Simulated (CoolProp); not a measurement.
Vapour-liquid equilibrium of carbon dioxide (1) + isobutane (2) at 238.1 K; x and y are mole fractions of (1).

Computed with CoolProp (multi-fluid Helmholtz-energy mixture model, Span 1996 and Bücker 2006; pair parameters Kunz 2012).

Problem. Give the bubble pressure and the first vapour's composition at x = 0.5, 0.65, 0.95. Is there an azeotrope?

Solution. x = 0.5: 0.8129 MPa, y = 0.964; x = 0.65: 0.9177 MPa, y = 0.972; x = 0.95: 1.144 MPa, y = 0.993. No azeotrope shows between x = 0.05 and 0.95.

The pair parameters rest on a limited set of measurements; away from them the model extrapolates. With so large a gap from Raoult's law the liquid may split in two, which this calculation doesn't test in full.
